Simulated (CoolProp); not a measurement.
Vapour-liquid equilibrium of R134a (1) + R142b (2) at 223.1 K; x and y are mole fractions of (1).

The numbers come from the multi-fluid Helmholtz-energy mixture model, Tillner-Roth 1994 and Lemmon 2006; pair parameters Bell 2016 in CoolProp.

```json
[
 {"x": "0.05", "bubble pressure (kPa)": "14.59", "y at the bubble point": "0.125", "dew pressure at overall composition x (kPa)": "13.86", "liquid density (mol/L)": "12.82"},
 {"x": "0.2", "bubble pressure (kPa)": "17.84", "y at the bubble point": "0.392", "dew pressure at overall composition x (kPa)": "15.39", "liquid density (mol/L)": "13.00"},
 {"x": "0.35", "bubble pressure (kPa)": "20.68", "y at the bubble point": "0.565", "dew pressure at overall composition x (kPa)": "17.25", "liquid density (mol/L)": "13.20"},
 {"x": "0.5", "bubble pressure (kPa)": "23.13", "y at the bubble point": "0.690", "dew pressure at overall composition x (kPa)": "19.54", "liquid density (mol/L)": "13.40"},
 {"x": "0.65", "bubble pressure (kPa)": "25.27", "y at the bubble point": "0.789", "dew pressure at overall composition x (kPa)": "22.32", "liquid density (mol/L)": "13.61"},
 {"x": "0.8", "bubble pressure (kPa)": "27.15", "y at the bubble point": "0.879", "dew pressure at overall composition x (kPa)": "25.49", "liquid density (mol/L)": "13.84"},
 {"x": "0.95", "bubble pressure (kPa)": "28.84", "y at the bubble point": "0.968", "dew pressure at overall composition x (kPa)": "28.52", "liquid density (mol/L)": "14.09"}
]
```

No azeotrope shows between x = 0.05 and 0.95.

Pair parameters are fitted to limited data, so mixtures are less certain than the pure fluids.
